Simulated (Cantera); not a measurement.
**Dilute partial oxidation**

A perfectly stirred reactor is fed with 0.407 % CH₄, 0.238 % O₂, 99.4 % N₂, at 1000000 Pa; it is held at 1600 K, and followed from long to short residence time.

Computed with Cantera and GRI-Mech 3.0 (53 species, 325 reactions).

```tsv
τ (s)	x CH₄	x O₂	x C₂H	x CH₂O	x CH₂CO	x CO	x H₂O
12	0.000329	2.10e-6	4.54e-10	1.07e-8	5.90e-8	0.00235	0.00183
2.3	0.000600	1.16e-5	6.66e-10	5.26e-8	1.97e-7	0.00177	0.00231
0.43	0.000999	5.90e-5	7.80e-10	2.91e-7	6.63e-7	0.00148	0.00252
0.079	0.00145	0.000244	8.77e-10	1.50e-6	1.71e-6	0.00135	0.00244
0.015	0.00200	0.000780	1.03e-9	5.98e-6	2.79e-6	0.00105	0.00187
0.0027	0.00311	0.00191	4.83e-10	1.68e-5	2.31e-6	0.000297	0.000588
0.00050	0.00396	0.00236	2.77e-12	9.70e-6	5.57e-8	9.09e-6	3.46e-5
```
x: mole fraction; the columns are a selection and need not sum to one.
